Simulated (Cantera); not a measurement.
Charge: 1 mol SiH₂Cl₂, 33 mol H₂, 0.13 mol C₃H₈, held at 1.33 mbar.

Method: chemical equilibrium by Gibbs-energy minimisation in Cantera with the NASA 1993 tables (ideal gas, pure condensed phases). Candidate condensed phases: C, C₆H₆, C₇H₈, C₈H₁₈, Si, SiC; 109 gas species. Mutual solubility and eutectic melting of coexisting phases are not modelled. Gases not in the tables: Si₂H₆ and higher silanes. Equilibrium is a limit: real reactors are often held back by kinetics, nucleation or transport.

What share of the Si ends up in condensed phases as a function of T (K), at 1250, 1350, 1450, 1550, 1650, 1750, 1850, 1950, 2050, 2150, 2250, 2350, 2450?


```json
[
 {"T (K)": "1250", "Si condensed (%)": "80.2", "as": "Si(s) + SiC(s)"},
 {"T (K)": "1350", "Si condensed (%)": "79.0", "as": "Si(s) + SiC(s)"},
 {"T (K)": "1450", "Si condensed (%)": "77.8", "as": "Si(s) + SiC(s)"},
 {"T (K)": "1550", "Si condensed (%)": "76.6", "as": "Si(s) + SiC(s)"},
 {"T (K)": "1650", "Si condensed (%)": "74.8", "as": "Si(s) + SiC(s)"},
 {"T (K)": "1750", "Si condensed (%)": "71.9", "as": "Si(l) + SiC(s)"},
 {"T (K)": "1850", "Si condensed (%)": "58.5", "as": "Si(l) + SiC(s)"},
 {"T (K)": "1950", "Si condensed (%)": "38.0", "as": "SiC(s)"},
 {"T (K)": "2050", "Si condensed (%)": "36.3", "as": "SiC(s)"},
 {"T (K)": "2150", "Si condensed (%)": "17.5", "as": "SiC(s)"},
 {"T (K)": "2250", "Si condensed (%)": "0.0", "as": "-"},
 {"T (K)": "2350", "Si condensed (%)": "0.0", "as": "-"},
 {"T (K)": "2450", "Si condensed (%)": "0.0", "as": "-"}
]
```
